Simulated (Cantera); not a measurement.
An isothermal, constant-pressure homogeneous reactor starts with CH4 : CO2 : H2 = 1 : 2 : 0.97 (molar parts), at 1948 K and 100000 Pa.

Detailed kinetics in Cantera: GRI-Mech 3.0 (53 species, 325 reactions).

One state of this run: x CH4 = 0.00764; x CO2 = 0.0599; x H2 = 0.300; x C2H6 = 1.85e-6; x CO = 0.412; x HCO = 1.36e-7; x HO2 = 1.29e-11. x: mole fraction; the columns are a selection and need not sum to one.

Problem. Which value of t (s) does it belong to?
A. 1.93e-5
B. 0.00268
C. 1.00e-6
D. 0.0193

Solution. D, 0.0193
